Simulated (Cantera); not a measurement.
Charge: 1 mol CaF₂, 3.4 mol H₂, 0.00025 mol NH₃, equilibrated at 0.133 bar.

These are equilibrium values from Cantera (NASA tables, ideal gas, pure condensed phases), not measurements of a reactor. Candidate condensed phases: Ca, CaF₂; 25 gas species. The numbers say what is thermodynamically allowed, not how fast it happens.

x: gas mole fraction; n: condensed amount in mol.

| T (K) | x H₂ | x CaF₂ | x HF | x H | x CaF | x Ca | n CaF₂(s) | n CaF₂(l) |
|---|---|---|---|---|---|---|---|---|
| 1173 | 1.000 | 1.68e-9 | 8.55e-8 | 3.23e-7 | 1.80e-9 | 4.18e-8 | 1.00 | 0 |
| 1223 | 1.000 | [?] | [?] | [?] | [?] | [?] | 1.000 | 0 |
| 1273 | 1.000 | 4.80e-8 | 7.96e-7 | 1.95e-6 | 3.68e-8 | 3.80e-7 | 1.000 | 0 |
| 1323 | 1.000 | 2.10e-7 | 2.14e-6 | 4.34e-6 | 1.39e-7 | 1.00e-6 | 1.000 | 0 |
| 1373 | 1.000 | 8.19e-7 | 5.35e-6 | 9.12e-6 | 4.71e-7 | 2.44e-6 | 1.000 | 0 |
| 1423 | 1.000 | 2.88e-6 | 1.25e-5 | 1.82e-5 | 1.46e-6 | 5.53e-6 | 1.000 | 0 |
| 1473 | 1.000 | [?] | [?] | [?] | [?] | [?] | 1.000 | 0 |
| 1523 | 1.000 | 2.65e-5 | 5.76e-5 | 6.33e-5 | 1.07e-5 | 2.35e-5 | 1.000 | 0 |
| 1573 | 1.000 | 7.13e-5 | 0.000115 | 0.000111 | 2.60e-5 | 4.45e-5 | 1.000 | 0 |
| 1623 | 0.999 | 0.000179 | 0.000220 | 0.000189 | 5.93e-5 | 8.02e-5 | 0.999 | 0 |
| 1673 | 0.999 | 0.000423 | 0.000405 | 0.000312 | 0.000128 | 0.000138 | 0.998 | 0 |
| 1723 | 0.997 | 0.000908 | 0.000709 | 0.000499 | 0.000254 | 0.000227 | 0 | 0.995 |
| 1773 | 0.995 | 0.00182 | 0.00119 | 0.000777 | 0.000478 | 0.000358 | 0 | 0.991 |
| 1823 | 0.992 | 0.00350 | 0.00196 | 0.00118 | 0.000864 | 0.000546 | 0 | 0.983 |

Problem. Fill in the missing entries.

Solution. 
- 1473, x CaF₂: 9.11e-6
- 1473, x HF: 2.76e-5
- 1473, x H: 3.46e-5
- 1473, x CaF: 4.11e-6
- 1473, x Ca: 1.17e-5
- 1223, x CaF₂: 9.65e-9
- 1223, x HF: 2.73e-7
- 1223, x H: 8.23e-7
- 1223, x CaF: 8.69e-9
- 1223, x Ca: 1.32e-7
